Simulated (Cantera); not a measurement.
Input: 1 mol SiC, 0.18 mol CO₂, 5.8 mol H₂, held at 877 °C and 75.0 Torr.

Method: chemical equilibrium by Gibbs-energy minimisation in Cantera with the NASA 1993 tables (ideal gas, pure condensed phases). Candidate condensed phases: C, C₆H₆, C₇H₈, C₈H₁₈, H₂O, Si, SiC, SiO₂; 123 gas species. Mutual solubility and eutectic melting of coexisting phases are not modelled. The tables hold silica as quartz up to 1696 K and as liquid above; real silica turns to tridymite and cristobalite and melts near 1996 K. Kinetics and transport are ignored.

Base state: H₂ 0.998, CH₄ 0.00233, CO 0.000146 (mole fractions); condensed: C(graphite) + SiC(s) + SiO₂(β-quartz).

Q: What changes in the equilibrium state with this change: temperature from 877 °C to 1527 °C?

A: 
| species | before | after |
|---|---|---|
| H₂ | 0.998 | 0.940 |
| CO | 0.000146 | 0.0438 |
| SiO | 4.17e-8 | 0.0146 |
| H | 2.36e-7 | 0.00110 |
| CH₄ | 0.00233 | 8.79e-6 |
| C(graphite), mol | 0.345 | 0 |
| SiC(s), mol | 0.820 | 0.910 |
| SiO₂(β-quartz), mol | 0.180 | 0 |

Q: What changes in the equilibrium state with this change: temperature from 877 °C to 1750 °C?

A: 
| species | before | after |
|---|---|---|
| H₂ | 0.998 | 0.936 |
| CO | 0.000146 | 0.0438 |
| SiO | 4.17e-8 | 0.0145 |
| Si | <1e-9 | 0.000197 |
| SiH₂ | <1e-9 | 3.91e-5 |
| SiH | <1e-9 | 3.87e-5 |
| H | 2.36e-7 | 0.00581 |
| C₂H₂ (acetylene) | 3.86e-8 | 2.49e-5 |
| C(graphite), mol | 0.345 | 0 |
| SiC(s), mol | 0.820 | 0.909 |
| SiO₂(β-quartz), mol | 0.180 | 0 |
Gases not in the tables: Si₂H₆ and higher silanes.

Q: What changes in the equilibrium state with this change: pressure from 75.0 Torr to 100 Torr?

A: 
```csv
species,before,after
H₂,0.998,0.997
CH₄,0.00233,0.00310
CO,0.000146,0.000109
"C(graphite), mol",0.345,0.341
"SiC(s), mol",0.820,0.820
"SiO₂(β-quartz), mol",0.180,0.180
```
